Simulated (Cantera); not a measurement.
## Thermodynamics of iron carbonyl, mercury and lead vapours, feed HgO + O2 + H2

Charge: 1 mol HgO, 1.7 mol O2, a varied amount of H2, held at 848 K and 0.280 bar.

Cantera equilibrium calculation (NASA polynomials, part measured and part estimated; ideal gas, pure solids and liquids). Candidate condensed phases: H2O, Hg, HgO; 10 gas species. Kinetics and transport are ignored.

From 0.49 mol H2 to 9.2 mol H2 nothing is condensed. The main Hg-bearing gas is Hg throughout.

```
n(H2) (mol)  x H2O    x O2      x H2    x Hg     x OH
-----------  -----  ------  --------  ------  -------
0.49         0.142   0.567    <1e-12   0.290  7.29e-9
0.75         0.210   0.510    <1e-12   0.280  8.62e-9
1.1          0.293   0.440    <1e-12   0.267  9.83e-9
1.7          0.420   0.333    <1e-12   0.247  1.10e-8
2.6          0.578   0.200  1.03e-12   0.222  1.13e-8
4            0.769  0.0385  3.13e-12   0.192  8.65e-9
6.1          0.620  <1e-12     0.239   0.141   <1e-12
9.2          0.431  <1e-12     0.471  0.0980   <1e-12
```
x: gas mole fraction; nothing condenses.
